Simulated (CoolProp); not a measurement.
A single-stage vapour-compression cycle with R124: evaporating at 219.15 K (dew point), condensing at 244.15 K (bubble point), superheat 0 K, subcooling 0 K, compressor efficiency 0.65, no pressure losses. Each further row changes one setting.

Model: reference Helmholtz-energy equation of state, de Vries 1995, in CoolProp.

```csv
case,cooling COP,pressure ratio,discharge temperature (K),refrigerating effect (kJ/kg),volumetric capacity (kJ/m³)
as stated,5.23,4.05,267.1,159,139
evaporating temperature 224.15 K,___,2.97,___,162,189
condensing temperature 239.15 K,6.66,___,258.3,164,143
subcooling 5 K,___,4.05,267.1,164,143
superheat 10 K,___,4.05,278.0,165,___
compressor efficiency 0.55,___,4.05,___,159,139
```

Question: Complete the blanks.

Answer: 
- evaporating temperature 224.15 K, cooling COP: 6.81
- evaporating temperature 224.15 K, discharge temperature (K): 261.8
- condensing temperature 239.15 K, pressure ratio: 3.15
- subcooling 5 K, cooling COP: 5.40
- superheat 10 K, cooling COP: 5.20
- superheat 10 K, volumetric capacity (kJ/m³): 138
- compressor efficiency 0.55, cooling COP: 4.43
- compressor efficiency 0.55, discharge temperature (K): 275.0
